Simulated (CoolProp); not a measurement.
Computed with CoolProp (reference Helmholtz-energy equation of state, Tillner-Roth 1997).

For CH2F2 (R32), give the phase and the Z, cp (kJ/(kg K)), viscosity (µPa s), conductivity (mW/(m K)) at 131.55 °C and 1420 kPa.


- 131.55 °C and 1420 kPa: gas; Z 0.942, cp 1.08, viscosity 18.0, conductivity 25.2

Viscosity comes from a separate model (Bell 2016), an estimate that may be off by 10 % or more. Thermal conductivity comes from a separate model (Huber 2003), an estimate that may be off by 10 % or more.
